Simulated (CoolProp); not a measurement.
The fluid at 347.15 K and 1.74 MPa flows at 1.2 m/s in a round tube of 6 mm bore and 0.25 µm roughness, fully developed (64/Re and Nu = 3.66 if laminar; Colebrook and Gnielinski if turbulent). The same conditions are run with several fluids, on thermodynamics alone (safety and materials aside).

The numbers come from the reference Helmholtz-energy equation of state of each fluid (toluene: Lemmon 2006; R123: Younglove 1994; n-pentane: Thol 2019; n-butane: Bücker 2006; n-hexane: Thol 2019) in CoolProp.

| fluid | Reynolds number | Darcy friction factor | pressure drop (Pa/m) | heat-transfer coefficient (W/(m² K)) | mass flow (kg/h) |
|---|---|---|---|---|---|
| toluene | ? | 0.0269 | 2640 | 2300 | 99.9 |
| R123 | 38300 | 0.0223 | 3580 | 2270 | 163 |
| n-pentane | 36300 | 0.0226 | 1550 | 2780 | 69.9 |
| n-butane | 36100 | 0.0226 | 1390 | 2590 | 62.6 |
| n-hexane | 22500 | ? | ? | 2450 | 74.6 |

What belongs in the gaps?


- toluene, Reynolds number: 17400
- n-hexane, Darcy friction factor: 0.0253
- n-hexane, pressure drop (Pa/m): 1850

Transport values come from each fluid's own correlations; those of n-pentane are estimates that may be off by 10 % or more.
